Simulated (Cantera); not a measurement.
## Premixed flame

A freely propagating, adiabatic, planar premixed flame of CH₄ : O₂ : N₂ = 1 : 2.7 : 10.2 (molar parts), equivalence ratio 0.74, unburnt at 400 K and 81000 Pa; mixture-averaged transport, grid criteria slope 0.08 and curve 0.16, no radiation.

Model: GRI-Mech 3.0 (53 species, 325 reactions), integrated in Cantera. Burning velocities carry a grid error of a few per cent, more on coarse grids.

| z (mm) | T (K) | u (m/s) | x CH₄ | x O₂ | x NO₂ | x C₂H₂ | x CO₂ | x C₂H₆ |
|---|---|---|---|---|---|---|---|---|
| -1.79 | 400 | 0.430 | 0.0719 | 0.194 | <1e-8 | <1e-8 | 2.67e-7 | 1.12e-8 |
| -1.19 | 402 | 0.432 | 0.0717 | 0.194 | <1e-8 | <1e-8 | 5.80e-6 | 2.69e-7 |
| -0.895 | 411 | 0.443 | 0.0711 | 0.193 | <1e-8 | 2.85e-8 | 4.03e-5 | 2.02e-6 |
| -0.597 | 476 | 0.514 | 0.0673 | 0.189 | 4.63e-8 | 3.16e-7 | 0.000497 | 2.83e-5 |
| -0.298 | 844 | 0.919 | 0.0468 | 0.159 | 7.13e-8 | 3.38e-6 | 0.00588 | 0.000350 |
| -0.149 | 1208 | 1.32 | 0.0255 | 0.125 | 1.74e-8 | 8.66e-6 | 0.0147 | 0.000475 |
| 0 | 1550 | 1.70 | 0.00571 | 0.0859 | <1e-8 | 1.34e-5 | 0.0288 | 4.96e-5 |
| 0.149 | 1686 | 1.85 | 0.000348 | 0.0658 | <1e-8 | 1.29e-6 | 0.0428 | 1.37e-7 |
| 0.298 | 1738 | 1.90 | 1.22e-5 | 0.0594 | <1e-8 | 2.32e-8 | 0.0520 | <1e-8 |
| 0.597 | 1802 | 1.96 | 2.21e-8 | 0.0553 | <1e-8 | <1e-8 | 0.0605 | <1e-8 |
| 1.19 | 1870 | 2.02 | <1e-8 | 0.0528 | <1e-8 | <1e-8 | 0.0653 | <1e-8 |
| 2.39 | 1925 | 2.07 | <1e-8 | 0.0514 | <1e-8 | <1e-8 | 0.0681 | <1e-8 |
| 4.77 | 1957 | 2.11 | <1e-8 | 0.0507 | <1e-8 | <1e-8 | 0.0699 | <1e-8 |
x: mole fraction of selected species; z is measured from the peak of heat release.

The laminar burning velocity is 42.9 cm/s and the thermal thickness is 0.597 mm. The peak x(C₂H₂) is 1.43e-5, the peak x(C₂H₆) is 0.000511 and the grid points is 133.
